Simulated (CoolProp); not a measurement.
Aqueous sodium chloride as a coolant, at 11 °C, 1 atm.

Model: Melinder's fits for secondary coolants, in CoolProp.

| mass % | freezing point (°C) | viscosity (mPa s) | cp (kJ/(kg K)) | conductivity (W/(m K)) | Prandtl number |
|---|---|---|---|---|---|
| 5.5 | -3.4 | 1.38 | 3.897 | 0.578 | 9.29 |
| 7.1 | -4.4 | 1.42 | 3.825 | 0.576 | 9.40 |
| 8.6 | -5.5 | 1.46 | 3.763 | 0.575 | 9.54 |
| 10.2 | -6.7 | 1.51 | 3.701 | 0.574 | 9.72 |
| 11.7 | -7.9 | 1.56 | 3.647 | 0.573 | 9.91 |
| 13.3 | -9.3 | 1.61 | 3.593 | 0.571 | 10.2 |
| 14.9 | -10.8 | 1.68 | 3.543 | 0.570 | 10.4 |
| 16.4 | -12.3 | 1.74 | 3.498 | 0.568 | 10.7 |
| 18 | -14.1 | 1.82 | 3.453 | 0.567 | 11.1 |
| 19.5 | -15.8 | 1.90 | 3.413 | 0.565 | 11.5 |
| 21.1 | -17.9 | 2.00 | 3.372 | 0.563 | 12.0 |
| 22.6 | -19.9 | 2.10 | 3.336 | 0.561 | 12.5 |
